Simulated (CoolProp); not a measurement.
Vapour-liquid equilibrium of dimethyl ether (1) + chloromethane (R40) (2) at -34.05 °C; x and y are mole fractions of (1).

Values from CoolProp's multi-fluid Helmholtz-energy mixture model, Wu 2011 and Thol 2014; pair parameters Bell 2016.

Q: Give the bubble pressure and the first vapour's composition at x = 0.05, 0.15, 0.65. Is there an azeotrope?

A: x = 0.05: 0.6335 bar, y = 0.041; x = 0.15: 0.6226 bar, y = 0.132; x = 0.65: 0.6163 bar, y = 0.676. y crosses x between x = 0.35 and 0.45: the model has an azeotrope there.

Pair parameters are fitted to limited data, so mixtures are less certain than the pure fluids.
